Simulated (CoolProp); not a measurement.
Vapour pressure (MPa) of carbonyl sulfide: the reference equation beside estimates from Tc = 378.8 K, pc = 6.369 MPa, ω = 0.098. Clausius-Clapeyron is anchored at 241 K with a constant enthalpy of vaporisation of 17.80 kJ/mol.

Computed with CoolProp (reference Helmholtz-energy equation of state, Lemmon 2006). It is a short technical equation, of lower accuracy than the large ones.

```tsv
T (K)	reference	Lee-Kesler	Clausius-Clapeyron	Redlich-Kwong
213	0.06224	0.06128	0.06775	0.06382
222.4	0.09859	0.09736	0.1036	0.1035
231.7	0.1492	0.1478	0.1525	0.1593
241	0.2178	(withheld)	0.2178	(withheld)
250.4	0.3095	0.3085	0.3041	0.3371
259.7	0.4264	0.4259	0.4130	(withheld)
269	0.5737	0.5739	0.5492	0.6284
278.4	0.7578	0.7590	0.7185	0.8297
287.7	(withheld)	0.9816	0.9213	1.070
297.1	1.248	1.251	1.166	1.359
306.4	1.564	(withheld)	1.451	1.694
315.7	1.933	1.936	1.783	2.082
```

### Question
Complete the blanks.

### Answer

- 241, Lee-Kesler: 0.2165
- 241, Redlich-Kwong: 0.2354
- 259.7, Redlich-Kwong: 0.4664
- 287.7, reference: 0.9795
- 306.4, Lee-Kesler: 1.567

Absolute difference from the reference over all 12 rows, mean and median: Lee-Kesler 0.5 and 0.2 %, Clausius-Clapeyron 4.8 and 5.1 %, Redlich-Kwong 7.8 and 8.6 %.
